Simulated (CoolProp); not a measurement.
The numbers come from the reference Helmholtz-energy equation of state, Thol 2016 in CoolProp.

Question: Give the vapour pressure (MPa), vapour density (kg/m³), enthalpy of vaporisation (kJ/kg), surface tension (mN/m) of saturated hexamethyldisiloxane (MM) at 448.2, 489.9 K.

Answer: 
```csv
T (K),p (MPa),vapour density (kg/m³),enthalpy of vaporisation (kJ/kg),surface tension (mN/m)
448.2,0.584,32.7,145,3.62
489.9,1.22,79.7,102,1.16
```

Surface tension comes from a separate correlation (Mulero 2014), older than this fluid's equation and unchecked against measurements.
